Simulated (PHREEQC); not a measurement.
Consider water at 25 °C with 0.05 mol/kgw KOH, 0.0014 mol/kgw KNO3 and 4.6e-06 mol/kgw CO2. Closed to the air; pH follows from the charge balance.

Equilibrium calculation in PHREEQC: ion-association model, phreeqc.dat.

The pH is 12.60. The ionic strength comes out as 0.0514 mol/kgw. The specific conductance comes out as 12000 µS/cm, the density comes out as 1.000 g/cm³ and the total alkalinity is 50.0 meq/kg.

| species | molality | activity | log γ |
|---|---|---|---|
| K+ | 0.0514 | 0.0417 | -0.091 |
| OH- | 0.0500 | 0.0405 | -0.092 |
| NO3- | 0.00140 | 0.00113 | -0.095 |
| CO3-2 | 4.59e-6 | 2.15e-6 | -0.330 |
| HCO3- | 1.38e-8 | 1.14e-8 | -0.082 |

This is a speciation only: nothing precipitates in the calculation.
